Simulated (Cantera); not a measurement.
What does this Cantera script print?

```python
import numpy as np
import cantera as ct

gas_names = [...]  # 115 gases of nasa_gas.yaml made of C, Ca, H, O
cond_names = """
    C(gr) C6H6(L) C7H8(L) C8H18(L),n-octa Ca(a) Ca(b) Ca(L) CaCO3(caL) CaO(s) CaO(L) CaO2H2(s) H2O(s)
    H2O(L)
""".split()


# ... load() reads the species with a 1 bar reference pressure and builds the phases ...
atoms = {
    'Ca(OH)2': {'Ca': 1, 'O': 2, 'H': 2},
    'C': {'C': 1},
    'O2': {'O': 2},
}
top_T = {'C(gr)': 4500}  # K; cautious upper limits of use, not melting points


# ... equilibrate(T, P, feed) seeds the gas with the atoms and calls Mixture.equilibrate('TP', solver="vcs", rtol=1e-11, max_steps=5000) ...
results = []
feed = {'Ca(OH)2': 1, 'C': 0.92, 'O2': 1.6}  # mol
P = 21  # Pa
for T in [1473, 1573, 1673, 1773, 1873, 1973, 2073]:
    mix = equilibrate(T, P, feed)
    results.append((T, P, feed, dict(zip(mix.species_names, mix.species_moles))))

top = {s: max(r[3][s] / sum(r[3][g] for g in gas_names) for r in results) for s in gas_names}
cols = sorted((s for s in top if top[s] > 1e-06), key=lambda s: -top[s])[:5]
seen = [c for c in cond_names if any(r[3].get(c, 0) > 1e-12 for r in results)]
print("log10 of partial pressures in bar; condensed amounts in mol")
print(f"{'T/K':>10s}" + "".join(f"{s[:9]:>10s}" for s in cols + seen))
for T, P, feed, n in results:
    ng = sum(n[g] for g in gas_names)
    print(f"{T:10.4g}" + "".join(f"{np.log10(max(n[s] / ng * P / 1e5, 1e-99)):10.3f}" for s in cols)
          + "".join(f"{n.get(c, 0):10.4g}" for c in seen))
```

Output:

```
log10 of partial pressures in bar; condensed amounts in mol
       T/K       H2O       CO2        O2        CO        OH    CaO(s)
      1473    -4.094    -4.129    -4.261    -7.488    -6.653         1
      1573    -4.095    -4.130    -4.261    -6.857    -6.287         1
      1673    -4.098    -4.133    -4.262    -6.304    -5.965         1
      1773    -4.106    -4.142    -4.263    -5.820    -5.682         1
      1873    -4.121    -4.163    -4.263    -5.403    -5.434         1
      1973    -4.152    -4.209    -4.262    -5.056    -5.219    0.9998
      2073    -4.211    -4.296    -4.263    -4.787    -5.041    0.9992
```

These are equilibrium values from Cantera (NASA tables, ideal gas, pure condensed phases), not measurements of a reactor.
